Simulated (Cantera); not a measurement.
An isothermal, constant-pressure homogeneous reactor starts with CH₄ : CO₂ : H₂ = 1 : 1.1 : 1.1 (molar parts), at 1525 K and 100.0 Torr. Integrator tolerance rtol = 1e-08.

Detailed kinetics in Cantera: GRI-Mech 3.0 (53 species, 325 reactions).

Problem. What does this change do: temperature 1525 to 1675 K?

Solution. 
```
quantity                                              before                                     after
------------------  ----------------------------------------  ----------------------------------------
x(CH₄) at 6.00 s      0.0378 (gas-phase equilibrium 2.92e-7)   0.00789 (gas-phase equilibrium 5.73e-8)
x(CO₂) at 6.00 s      0.0463 (gas-phase equilibrium 0.00392)    0.0153 (gas-phase equilibrium 0.00332)
x(H₂) at 6.00 s          0.389 (gas-phase equilibrium 0.581)       0.520 (gas-phase equilibrium 0.580)
x(CH₂) at 6.00 s      1.18e-8 (gas-phase equilibrium <1e-12)    3.90e-8 (gas-phase equilibrium <1e-12)
x(CH₂CO) at 6.00 s  2.39e-5 (gas-phase equilibrium 4.60e-12)  5.41e-6 (gas-phase equilibrium 2.61e-12)
```
